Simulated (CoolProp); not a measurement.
Isohexane along the isobar 180 bar: fugacity coefficient from the reference equation and from simpler models built on Tc = 497.7 K, pc = 30.43 bar, ω = 0.280; each cubic takes its own stable root.

Computed with CoolProp (reference Helmholtz-energy equation of state, Lemmon 2006). It is a short technical equation, of lower accuracy than the large ones.

| T (K) | phase | reference | van der Waals | Redlich-Kwong | Soave-Redlich-Kwong |
|---|---|---|---|---|---|
| 240.4 | liquid | 0.0002139 | 0.02140 | 0.0007929 | 0.0002314 |
| 264.4 | liquid | 0.0008701 | 0.03472 | 0.002645 | 0.0009334 |
| 288.3 | liquid | 0.002669 | 0.05178 | 0.006804 | 0.002858 |
| 312.2 | liquid | 0.006647 | 0.07249 | 0.01452 | 0.007134 |
| 336.2 | liquid | 0.01414 | 0.09667 | 0.02697 | 0.01525 |
| 360.1 | liquid | 0.02645 | 0.1237 | 0.04484 | 0.02866 |
| 384.1 | liquid | 0.04483 | 0.1534 | 0.06862 | 0.04886 |
| 408 | liquid | 0.06988 | 0.1850 | 0.09798 | 0.07658 |
| 431.9 | liquid | 0.1019 | 0.2182 | 0.1325 | 0.1123 |
| 455.9 | liquid | 0.1408 | 0.2527 | 0.1716 | 0.1558 |
| 479.8 | liquid | 0.1855 | 0.2878 | 0.2140 | 0.2061 |
| 503.8 | supercritical | 0.2353 | 0.3233 | 0.2591 | 0.2622 |
